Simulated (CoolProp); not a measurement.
Saturation properties of fluorine.

The numbers come from the reference Helmholtz-energy equation of state, de Reuck 1990 in CoolProp.

```json
[
 {"T (K)": "84.6", "p (bar)": "0.9635", "vapour density (kg/m³)": "5.385", "enthalpy of vaporisation (kJ/kg)": "174.8", "surface tension (mN/m)": "13.6"},
 {"T (K)": "88.2", "p (bar)": "1.436", "vapour density (kg/m³)": "7.781", "enthalpy of vaporisation (kJ/kg)": "171.3", "surface tension (mN/m)": "12.6"},
 {"T (K)": "91.8", "p (bar)": "[?]", "vapour density (kg/m³)": "10.91", "enthalpy of vaporisation (kJ/kg)": "167.7", "surface tension (mN/m)": "11.6"},
 {"T (K)": "95.4", "p (bar)": "2.891", "vapour density (kg/m³)": "14.90", "enthalpy of vaporisation (kJ/kg)": "163.8", "surface tension (mN/m)": "10.7"},
 {"T (K)": "99", "p (bar)": "3.940", "vapour density (kg/m³)": "19.90", "enthalpy of vaporisation (kJ/kg)": "[?]", "surface tension (mN/m)": "9.72"},
 {"T (K)": "102.6", "p (bar)": "5.246", "vapour density (kg/m³)": "26.08", "enthalpy of vaporisation (kJ/kg)": "155.1", "surface tension (mN/m)": "8.79"},
 {"T (K)": "106.2", "p (bar)": "6.846", "vapour density (kg/m³)": "[?]", "enthalpy of vaporisation (kJ/kg)": "150.3", "surface tension (mN/m)": "7.88"},
 {"T (K)": "109.8", "p (bar)": "8.774", "vapour density (kg/m³)": "42.78", "enthalpy of vaporisation (kJ/kg)": "145.1", "surface tension (mN/m)": "6.98"},
 {"T (K)": "113.4", "p (bar)": "11.07", "vapour density (kg/m³)": "53.80", "enthalpy of vaporisation (kJ/kg)": "139.5", "surface tension (mN/m)": "6.11"},
 {"T (K)": "117", "p (bar)": "13.76", "vapour density (kg/m³)": "67.06", "enthalpy of vaporisation (kJ/kg)": "133.3", "surface tension (mN/m)": "5.26"},
 {"T (K)": "120.6", "p (bar)": "16.90", "vapour density (kg/m³)": "83.05", "enthalpy of vaporisation (kJ/kg)": "126.5", "surface tension (mN/m)": "4.43"}
]
```

Complete the blanks.


- 91.8, p (bar): 2.068
- 99, enthalpy of vaporisation (kJ/kg): 159.6
- 106.2, vapour density (kg/m³): 33.63

It boils at 85.0 K under 1 atm.

Surface tension comes from a separate correlation (Mulero 2012).
